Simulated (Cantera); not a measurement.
Input: 1 mol CH₄, 4.1 mol H₂O, 5.6 mol H₂, 0.64 mol O₂, at 975 K.

These are equilibrium values from Cantera (NASA tables, ideal gas, pure condensed phases), not measurements of a reactor. Candidate condensed phases: C, C₆H₆, C₇H₈, C₈H₁₈, H₂O; 110 gas species. The ideal-gas law is rough above about 30 bar. Equilibrium is a limit: real reactors are often held back by kinetics, nucleation or transport.

x: gas mole fraction; nothing condenses.

| P (Pa) | x H₂ | x H₂O | x CH₄ | x CO | x CO₂ | x C₂H₆ | x HCOOH |
|---|---|---|---|---|---|---|---|
| 10 | 0.612 | 0.310 | 2.43e-11 | 0.0435 | 0.0352 | <1e-12 | 1.67e-12 |
| 56 | 0.612 | 0.310 | 7.61e-10 | 0.0435 | 0.0352 | <1e-12 | 9.36e-12 |
| 320 | 0.612 | 0.310 | 2.49e-8 | 0.0435 | 0.0352 | <1e-12 | 5.35e-11 |
| 1800 | 0.612 | 0.310 | 7.86e-7 | 0.0435 | 0.0352 | <1e-12 | 3.01e-10 |
| 10000 | 0.612 | 0.310 | 2.43e-5 | 0.0435 | 0.0352 | <1e-12 | 1.67e-9 |
| 56000 | 0.610 | 0.311 | 0.000744 | 0.0430 | 0.0351 | ___ | 9.30e-9 |
| 320000 | 0.580 | 0.339 | 0.0152 | 0.0341 | 0.0318 | ___ | 4.59e-8 |
| 1800000 | 0.475 | 0.436 | 0.0629 | 0.0104 | 0.0153 | ___ | 1.02e-7 |
| 10000000 | 0.411 | 0.496 | 0.0905 | 0.000857 | 0.00165 | ___ | 5.27e-8 |

Task: Some entries are withheld; supply them.

Result: 
- 56000, x C₂H₆: 1.28e-10
- 320000, x C₂H₆: 5.61e-8
- 1800000, x C₂H₆: 1.17e-6
- 10000000, x C₂H₆: 2.81e-6
